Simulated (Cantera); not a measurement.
Input: 1 mol MgO, 0.056 mol SO₃, 6.9 mol H₂O, 1.6 mol H₂S, at 925 K and 13.3 mbar.

Method: chemical equilibrium by Gibbs-energy minimisation in Cantera with the NASA 1993 tables (ideal gas, pure condensed phases). Gases not in the tables: S₃ to S₇. The numbers say what is thermodynamically allowed, not how fast it happens.

```tsv
species	before	after
H₂O	0.805	0.811
H₂S	0.144	0.165
S₂	0.0214	0.0115
H₂	0.0262	0.00924
S₂O	6.25e-5	9.56e-5
SO₂	0.00295	0.00397
MgO(s), mol	1.00	1.00
```
Gas species are given as mole fractions.

Problem. Which change was made?
A) temperature from 925 K to 1173.15 K
B) temperature from 925 K to 1223 K
C) pressure from 13.3 mbar to 0.260 bar
D) H₂O from 6.9 to 1.2 mol

Solution. C, pressure from 13.3 mbar to 0.260 bar
